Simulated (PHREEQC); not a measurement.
## Brine (model solution)

Make-up at 65 °C: 3.5 mol MgCl2 and 0.82 mol Na2SO4 per kg of water. Closed to the air; pH follows from the charge balance.

Equilibrium calculation in PHREEQC: Pitzer model, pitzer.dat.

No solid was allowed to form.

Q: Estimate the activity of water, density.

A: activity of water 0.634; density 1.273 g/cm³.

Constants without temperature data keep their 25 °C values here.
